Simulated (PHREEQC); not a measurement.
1 kg of water holding 0.01 mol K2CO3 and 0.3 mol K2SO4 is evaporated at 30 °C; the solids stay in contact with the brine. CO2 is held at log p = -3.4 (atm). Only these solids could form: Arcanite, Kalicinite, Misenite.

All values are PHREEQC results (Pitzer model, pitzer.dat), not measurements.

```tsv
water left (kg)	ionic strength	water activity	Arcanite (mol)
0.9999	0.923	0.988	0
0.8218	1.12	0.986	0
0.6754	1.37	0.983	0
0.4562	2.03	0.975	0
0.375	2.06	0.975	0.0514
0.3082	2.06	0.975	0.0969
0.2533	2.07	0.975	0.134
0.2082	2.07	0.975	0.165
0.1711	2.08	0.974	0.190
0.1156	2.10	0.974	0.228
0.09499	2.12	0.973	0.242
0.07806	2.14	0.973	0.253
0.06415	2.17	0.972	0.263
0.05273	2.21	0.971	0.270
0.04333	2.26	0.970	0.277
0.02929	2.41	0.968	0.286
0.02406	2.52	0.965	0.289
0.01978	2.66	0.963	0.292
0.01627	2.85	0.959	0.294
0.01337	3.11	0.955	0.296
0.01099	3.44	0.949	0.297
0.007428	4.45	0.931	0.299
0.006096	5.19	0.917	0.299
0.005015	6.12	0.898	0.299
```

Arcanite from water left = 0.375 kg (pH 9.40).
